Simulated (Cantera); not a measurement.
An adiabatic, constant-pressure homogeneous reactor starts with H₂ : O₂ : N₂ = 1 : 0.943 : 3.55 (molar parts), at 1125 K and 1.50 bar. Integrator tolerance rtol = 1e-08.

Detailed kinetics in Cantera: the H2/O2 subset of GRI-Mech 3.0, which has no nitrogen chemistry.

| quantity | before | after |
|---|---|---|
| time of steepest temperature rise | 55.9 µs | 0.649 ms |
| temperature at 9.00 s | 2361 K | 2393 K |
| equilibrium temperature | 2361 K | 2393 K |
| x(H₂) at 9.00 s | 0.00158 (gas-phase equilibrium 0.00158) | 0.000533 (gas-phase equilibrium 0.000533) |
| x(O₂) at 9.00 s | 0.0861 (gas-phase equilibrium 0.0861) | 0.0872 (gas-phase equilibrium 0.0872) |
| x(O) at 9.00 s | 0.00169 (gas-phase equilibrium 0.00169) | 0.000570 (gas-phase equilibrium 0.000570) |
| x(H₂O) at 9.00 s | 0.193 (gas-phase equilibrium 0.193) | 0.197 (gas-phase equilibrium 0.197) |
| x(H₂O₂) at 9.00 s | 3.57e-7 (gas-phase equilibrium 3.57e-7) | 1.40e-6 (gas-phase equilibrium 1.40e-6) |
| x(H) at 9.00 s | 0.000431 (gas-phase equilibrium 0.000431) | 8.22e-5 (gas-phase equilibrium 8.22e-5) |

Task: Name the change that produced these shifts.
A. pressure from 1.50 bar to 4.50 bar
B. O2 0.943 to 0.62 parts
C. initial temperature 1125 to 1198 K
D. pressure from 1.50 bar to 19.0 bar

Result: D, pressure from 1.50 bar to 19.0 bar
